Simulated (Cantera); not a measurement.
**Silicon nitride deposition: Si2Cl6 + NH3 + H2**

Feed: 1 mol Si2Cl6, 0.49 mol NH3, a varied amount of H2, equilibrated at 100 Torr.

Equilibrium computed with Cantera from the NASA thermochemical tables; the gas is ideal and each condensed phase is pure. Candidate condensed phases: NH4Cl, Si, Si3N4; 28 gas species. The feed counts by its element totals alone. Mutual solubility and eutectic melting of coexisting phases are not modelled. The tables' values for SiCl3 are old estimates. Equilibrium is a limit: real reactors are often held back by kinetics, nucleation or transport.

Stable condensed phases:

```
T in K \ n(H2) in mol
         4.9 8.1  11  15  18  21  24  27  31  34
   1598    A   A   A   B   B   B   B   B   B   B
   1548    A   A   A   B   B   B   B   B   B   B
   1498    A   A   A   B   B   B   B   B   B   B
   1448    A   A   A   B   B   B   B   B   B   B
   1398    A   A   B   B   B   B   B   B   B   B
   1348    A   B   B   B   B   B   B   B   B   B
   1298    B   B   B   B   B   B   B   B   B   B
   1248    B   B   B   B   B   B   B   B   B   B
   1198    B   B   B   B   B   B   B   B   B   B
   1148    B   B   B   B   B   B   B   B   B   B
   1098    B   B   B   B   B   B   B   B   B   B
   1048    B   B   B   B   B   B   B   B   B   B
```

A: Si3N4; B: Si + Si3N4.
